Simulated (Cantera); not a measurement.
## Low-pressure radical oxidation in H2/O2

An isothermal, constant-pressure homogeneous reactor starts with 27.9 % H₂, 71.6 % O₂, 0.423 % H₂O, at 923 K and 10.00 Torr.

Cantera simulation using GRI-Mech 3.0 (53 species, 325 reactions); the numbers are that mechanism's predictions, not measurements. Radical loss at walls, strong at low pressure, is not modelled. Below about 950 K walls govern HO2 and H2O2 in real vessels. The temperature is held fixed by assumption; the heat of reaction is taken as removed at once.

| t (s) | x H₂ | x O₂ | x H₂O | x O | x HO₂ | x H |
|---|---|---|---|---|---|---|
| 3.00e-5 | 0.279 | 0.716 | 0.00423 | <1e-12 | 5.94e-12 | 5.77e-12 |
| 7.67e-5 | 0.279 | 0.716 | 0.00423 | 1.51e-12 | 1.52e-11 | 1.48e-11 |
| 0.000196 | 0.279 | 0.716 | 0.00423 | 8.48e-12 | 3.93e-11 | 4.24e-11 |
| 0.000502 | 0.279 | 0.716 | 0.00423 | 5.46e-11 | 1.03e-10 | 1.89e-10 |
| 0.00128 | 0.279 | 0.716 | 0.00423 | 1.10e-9 | 3.67e-10 | 3.46e-9 |
| 0.00328 | 0.279 | 0.716 | 0.00423 | 1.28e-6 | 1.38e-7 | 4.03e-6 |
| 0.00839 | 0.0293 | 0.635 | 0.229 | 0.0209 | 2.15e-5 | 0.0802 |
| 0.0215 | 0.00223 | 0.669 | 0.326 | 0.00142 | 1.94e-5 | 0.000819 |
| 0.0549 | 0.000380 | 0.670 | 0.329 | 0.000147 | 7.03e-6 | 2.14e-5 |
| 0.140 | 7.55e-5 | 0.670 | 0.330 | 2.61e-5 | 2.09e-6 | 1.64e-6 |
| 0.359 | 1.22e-5 | 0.670 | 0.330 | 5.00e-6 | 4.88e-7 | 1.41e-7 |
| 0.918 | 1.55e-6 | 0.670 | 0.330 | 1.05e-6 | 1.06e-7 | 1.32e-8 |
| 2.35 | 1.75e-7 | 0.670 | 0.330 | 2.65e-7 | 2.66e-8 | 1.57e-9 |
| 6.00 | 2.88e-8 | 0.670 | 0.330 | 7.99e-8 | 8.19e-9 | 2.53e-10 |
x: mole fraction; the columns are a selection and need not sum to one.

Equilibrium at this temperature and pressure: H₂ 2.56e-11, O₂ 0.670, H₂O 0.330, O 8.91e-11, HO₂ 3.61e-10, H <1e-12 (gas phase only).
